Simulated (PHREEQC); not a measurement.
2.8 g of hydrous ferric oxide (600 m²/g; 0.2 weak and 0.005 strong sites per Fe, Dzombak-Morel constants, diffuse double layer) in 1 kg of water with 0.1 mol/kgw of an inert sodium salt, at 25 °C; the pH is set by adding NaOH or the inert anion's acid. Oxygen is held at 0.21 atm. No CO2 enters from the air. Nothing may precipitate in this run.

All values are PHREEQC results (ion-association model, wateq4f.dat), not measurements.

```tsv
pH	surface charge σ (C/m²)	surface potential ψ (mV)
3	0.364	152
3.67	0.343	149
5	0.215	126
5.67	0.142	105
6.33	0.086	81
7.67	0.016	21
8.33	-0.008	-11
9	-0.034	-42
10.33	-0.121	-97
11	-0.191	-119
```

The oxide is taken as insoluble; below pH 4 it would dissolve.
